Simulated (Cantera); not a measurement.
A perfectly stirred reactor is fed with C2H6 : N2 = 1 : 6.5 (molar parts), at 5.18 Torr; it is held at 1748 K, and followed from long to short residence time.

Model: GRI-Mech 3.0 (53 species, 325 reactions), integrated in Cantera. GRI-Mech 3.0 stops at C3 and has no aromatics, soot or wall deposition, so with more carbon than oxygen in the feed, carbon stays in small species such as C2H2 where larger ones or solid carbon would form. Radical loss at walls, strong at low pressure, is not modelled.

x: mole fraction; the columns are a selection and need not sum to one.

| τ (s) | x C2H6 | x CH3 | x CH4 | x HCN | x H2 | x CH2 | x C2H |
|---|---|---|---|---|---|---|---|
| 14 | 4.22e-6 | 0.000380 | 0.00308 | 0.000343 | 0.205 | [?] | 4.41e-6 |
| 3.6 | 1.62e-5 | 0.000751 | 0.00583 | 0.000172 | 0.201 | [?] | 4.54e-6 |
| 0.91 | 6.25e-5 | 0.00150 | 0.0107 | 8.57e-5 | 0.194 | [?] | 4.81e-6 |
| 0.23 | 0.000237 | 0.00297 | 0.0184 | 4.27e-5 | 0.182 | [?] | 5.25e-6 |
| 0.058 | 0.000888 | 0.00587 | 0.0289 | 2.11e-5 | 0.162 | [?] | 5.84e-6 |
| 0.015 | 0.00321 | 0.0112 | 0.0391 | 1.05e-5 | 0.134 | [?] | 6.28e-6 |
| 0.0037 | 0.0119 | 0.0211 | 0.0409 | 5.02e-6 | 0.0966 | [?] | 5.56e-6 |
| 0.00093 | 0.0401 | 0.0327 | 0.0247 | 2.07e-6 | 0.0532 | [?] | 2.55e-6 |

**Question.** Complete the blanks.

**Answer.** 
- 14, x CH2: 2.29e-6
- 3.6, x CH2: 4.38e-6
- 0.91, x CH2: 8.27e-6
- 0.23, x CH2: 1.51e-5
- 0.058, x CH2: 2.65e-5
- 0.015, x CH2: 4.41e-5
- 0.0037, x CH2: 6.98e-5
- 0.00093, x CH2: 8.89e-5
